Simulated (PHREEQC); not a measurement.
PHREEQC input (ion-association model, wateq4f.dat):

```
SOLUTION_SPECIES
  PO4-3 + 3H+ = H3PO4  # constants of phreeqc.dat
    -log_k 21.721
    -delta_h -10.1 kJ
SOLUTION 1
  temp 25
  units mol/kgw
  pH 7 charge
END
SELECTED_OUTPUT 1
  -reset false
  -pH true
  -pe true
  -ionic_strength true
  -water true
  -totals Cl F K P Pb
  -molalities H+ Cl- F- K+ PO4-3 Pb+2 HPO4-2 H2PO4- KHPO4- O2
    OH- HF HF2- PbCl+ PbCl2 PbCl3- PbCl4-2 PbF+ PbF2 PbF3-
    PbF4-2 PbOH+ Pb(OH)2 Pb(OH)3- Pb2OH+3 Pb3(OH)4+2 Pb(OH)4-2 H2F2 H3PO4
  -equilibrium_phases Clpyromorphite PbF2 Matlockite Litharge Cotunnite Laurionite Hxypyromorphite
PRINT
  -reset false
USE solution 1
REACTION 1
  KF 1
  0 0.0417 0.0833 0.125 0.167 0.208 0.25 0.292 0.333 0.375 0.417 0.458 0.5 moles
EQUILIBRIUM_PHASES 1
  Clpyromorphite 0 0.2
  PbF2 0 0
  Matlockite 0 0
  Litharge 0 0
  Cotunnite 0 0
  Laurionite 0 0
  Hxypyromorphite 0 0
  O2(g) -0.68 10
END
```

Selected output (columns that matter, 13 of 13 rows; KF added (mol) added in front):

```
KF added (mol)	pH	mu	Cl	F	K	P	Pb	m_H+	m_Cl-	m_F-	m_K+	m_Pb+2	m_HPO4-2	m_H2PO4-
0	7.081	2.2716e-07	1.0028e-08	0	0	3.0083e-08	5.0138e-08	8.303e-08	1.0028e-08	0	0	4.0576e-08	1.2887e-08	1.7196e-08
0.0417	7.8536	0.0417	1.2523e-08	0.0417	0.0417	3.757e-08	6.2617e-08	1.6269e-08	1.2523e-08	0.041699	0.0417	2.5723e-08	3.2105e-08	4.2118e-09
0.0833	8.0022	0.0833	1.6355e-08	0.0833	0.0833	4.9064e-08	8.1773e-08	1.1947e-08	1.6355e-08	0.083298	0.0833	2.3197e-08	4.2923e-08	3.431e-09
0.125	8.0965	0.125	2.0704e-08	0.125	0.125	6.2113e-08	1.0352e-07	9.81e-09	2.0704e-08	0.125	0.125	2.0621e-08	5.4454e-08	3.1699e-09
0.167	8.168	0.167	2.569e-08	0.167	0.167	7.707e-08	1.2845e-07	8.4401e-09	2.569e-08	0.167	0.167	1.8146e-08	6.7308e-08	3.0832e-09
0.208	8.2249	0.208	3.1141e-08	0.208	0.208	9.3423e-08	1.557e-07	7.4837e-09	3.1141e-08	0.208	0.208	1.597e-08	8.111e-08	3.0744e-09
0.25	8.2745	0.25	3.7293e-08	0.25	0.25	1.1188e-07	1.8646e-07	6.736e-09	3.7293e-08	0.25	0.25	1.4018e-08	9.6455e-08	3.1037e-09
0.292	8.3178	0.292	4.3978e-08	0.292	0.292	1.3193e-07	2.1989e-07	6.1424e-09	4.3978e-08	0.29199	0.292	1.2336e-08	1.1291e-07	3.1523e-09
0.333	8.3554	0.333	5.0976e-08	0.333	0.333	1.5293e-07	2.5488e-07	5.6672e-09	5.0976e-08	0.33299	0.333	1.0925e-08	1.2991e-07	3.2084e-09
0.375	8.3902	0.375	5.8586e-08	0.375	0.375	1.7576e-07	2.9293e-07	5.259e-09	5.8586e-08	0.37499	0.375	9.6824e-09	1.4818e-07	3.269e-09
0.417	8.422	0.417	6.6599e-08	0.417	0.417	1.998e-07	3.33e-07	4.9112e-09	6.6599e-08	0.41699	0.417	8.6137e-09	1.6719e-07	3.3293e-09
0.458	8.4506	0.458	7.4773e-08	0.458	0.458	2.2432e-07	3.7387e-07	4.6174e-09	7.4773e-08	0.45799	0.458	7.7115e-09	1.8635e-07	3.386e-09
0.5	8.4778	0.5	8.3468e-08	0.5	0.5	2.5041e-07	4.1734e-07	4.3538e-09	8.3468e-08	0.49999	0.5	6.9089e-09	2.065e-07	3.4407e-09
```

H3PO4, which wateq4f.dat lacks, is added to it with the constant of phreeqc.dat. The database has no phosphate complexes of Pb.
